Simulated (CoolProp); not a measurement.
Vapour-liquid equilibrium of propane (1) + isobutene (2) at -78.15 °C; x and y are mole fractions of (1).

Computed with CoolProp (multi-fluid Helmholtz-energy mixture model, Lemmon 2009 and Lemmon 2005; pair parameters Bell 2016).

### Question
Give the bubble pressure and the first vapour's composition at x = 0.05, 0.25, 0.75. Is there an azeotrope?

### Answer
x = 0.05: 2.960 kPa, y = 0.406; x = 0.25: 5.983 kPa, y = 0.756; x = 0.75: 11.59 kPa, y = 0.950. No azeotrope shows between x = 0.05 and 0.95.

The pair parameters rest on a limited set of measurements; away from them the model extrapolates.
